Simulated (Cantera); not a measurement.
# Reactions in the system H-N-O-V

Source: NASA polynomial tables (part measured, part estimated), evaluated in Cantera. Values are per mole of reaction as written; species without (g) are pure solids or liquids, kept so even where they would boil at 1 bar. VN: taken at fixed stoichiometry.

H2(g) + 2 H2O2(g) + 2 VN = 2 NH3(g) + 2 VO2(g)

```json
[
 {"T (K)": "300", "ΔH° (kJ)": "149.7", "ΔS° (J/K)": "241.6", "ΔG° (kJ)": "77.2", "log10 K": "-13.45"},
 {"T (K)": "1423", "ΔH° (kJ)": "106.6", "ΔS° (J/K)": "183.3", "ΔG° (kJ)": "-154.2", "log10 K": "5.66"},
 {"T (K)": "1523", "ΔH° (kJ)": "102.3", "ΔS° (J/K)": "180.3", "ΔG° (kJ)": "-172.4", "log10 K": "5.91"},
 {"T (K)": "1623", "ΔH° (kJ)": "97.8", "ΔS° (J/K)": "177.5", "ΔG° (kJ)": "-190.3", "log10 K": "6.12"},
 {"T (K)": "1723", "ΔH° (kJ)": "93.2", "ΔS° (J/K)": "174.7", "ΔG° (kJ)": "-207.9", "log10 K": "6.30"},
 {"T (K)": "1823", "ΔH° (kJ)": "88.5", "ΔS° (J/K)": "172.1", "ΔG° (kJ)": "-225.2", "log10 K": "6.45"},
 {"T (K)": "1923", "ΔH° (kJ)": "83.6", "ΔS° (J/K)": "169.5", "ΔG° (kJ)": "-242.3", "log10 K": "6.58"},
 {"T (K)": "2023", "ΔH° (kJ)": "78.6", "ΔS° (J/K)": "166.9", "ΔG° (kJ)": "-259.1", "log10 K": "6.69"}
]
```
